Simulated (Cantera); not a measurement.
A perfectly stirred reactor is fed with 5.77 % CH₄, 15.2 % O₂, 79.1 % N₂, at 4.93 atm; it is adiabatic with a 725 K inlet, and is followed from long to short residence time, starting on the burning branch (τ in s: 0.059, 0.02, 0.0065, 0.0022, 0.00072, 0.00024, 8e-05, 2.6e-05, 8.8e-06).

Cantera simulation using GRI-Mech 3.0 (53 species, 325 reactions); the numbers are that mechanism's predictions, not measurements.

x: mole fraction; the columns are a selection and need not sum to one.

| τ (s) | T (K) | x CH₄ | x O₂ | x H | x H₂O | x N₂O | x O | x NO |
|---|---|---|---|---|---|---|---|---|
| 0.059 | 1975 | 4.29e-6 | 0.0362 | 8.80e-6 | 0.115 | 4.89e-7 | (withheld) | 0.000113 |
| 0.020 | 1972 | 1.02e-5 | 0.0363 | 1.59e-5 | 0.115 | 6.52e-7 | (withheld) | 6.48e-5 |
| 0.0065 | 1966 | 2.28e-5 | 0.0365 | 3.68e-5 | 0.114 | 9.42e-7 | (withheld) | 4.63e-5 |
| 0.0022 | 1954 | 4.76e-5 | 0.0369 | 9.14e-5 | 0.114 | 1.23e-6 | (withheld) | 3.85e-5 |
| 0.00072 | 1932 | 0.000102 | 0.0379 | 0.000234 | 0.112 | 1.31e-6 | (withheld) | 3.26e-5 |
| 0.00024 | 1891 | 0.000230 | 0.0400 | 0.000543 | 0.111 | 1.16e-6 | (withheld) | 2.62e-5 |
| 8.0e-5 | 1816 | 0.000640 | 0.0448 | 0.00101 | 0.108 | 8.81e-7 | (withheld) | 1.66e-5 |
| 2.6e-5 | 725 | 0.0577 | 0.152 | <1e-12 | <1e-12 | <1e-12 | <1e-12 | <1e-12 |
| 8.8e-6 | 725 | 0.0577 | 0.152 | <1e-12 | <1e-12 | <1e-12 | <1e-12 | <1e-12 |

Task: Fill in the missing entries.

Result: 
- 0.059, x O: 6.53e-5
- 0.020, x O: 9.31e-5
- 0.0065, x O: 0.000158
- 0.0022, x O: 0.000284
- 0.00072, x O: 0.000522
- 0.00024, x O: 0.000885
- 8.0e-5, x O: 0.00120
